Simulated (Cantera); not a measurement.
A diamond (100) surface in a fixed gas of H2 with x(CH4) = 0.0067, x(H) = 0.013, at 1275 K, 180 Torr; coverages are run to steady state.

Computed with Cantera and the Harris–Goodwin 1993 mechanism for the reconstructed diamond (100) surface.

θ: site fractions in the mechanism's names (c6HH fully hydrogenated, c6H* and c6*H radical sites, c6** diradical, c6HM methylated).

| x(CH3) | growth (µm/h) | θ c6HH | θ c6H* | θ c6*H | θ c6** | θ c6HM |
|---|---|---|---|---|---|---|
| 1e-06 | 0.191 | 0.393 | 0.0472 | 0.518 | 0.0419 | 8.77e-6 |
| 2.3e-06 | [?] | 0.393 | 0.0472 | 0.518 | 0.0419 | [?] |
| 5.3e-06 | 1.01 | 0.393 | 0.0472 | 0.518 | 0.0419 | 4.65e-5 |
| 1.2e-05 | 2.29 | 0.393 | 0.0472 | 0.518 | 0.0419 | 0.000105 |
| 2.8e-05 | 5.34 | 0.393 | 0.0472 | 0.518 | 0.0419 | 0.000245 |
| 6.5e-05 | 12.4 | 0.393 | 0.0471 | 0.517 | 0.0418 | 0.000569 |
| 0.00015 | 28.5 | 0.392 | 0.0471 | 0.517 | 0.0417 | 0.00131 |
| 0.00034 | [?] | 0.391 | 0.0469 | 0.515 | 0.0414 | [?] |
| 0.00079 | 148 | 0.389 | 0.0466 | 0.511 | 0.0408 | 0.00680 |

What belongs in the gaps?


- 2.3e-06, growth (µm/h): 0.439
- 2.3e-06, θ c6HM: 2.02e-5
- 0.00034, growth (µm/h): 64.3
- 0.00034, θ c6HM: 0.00296
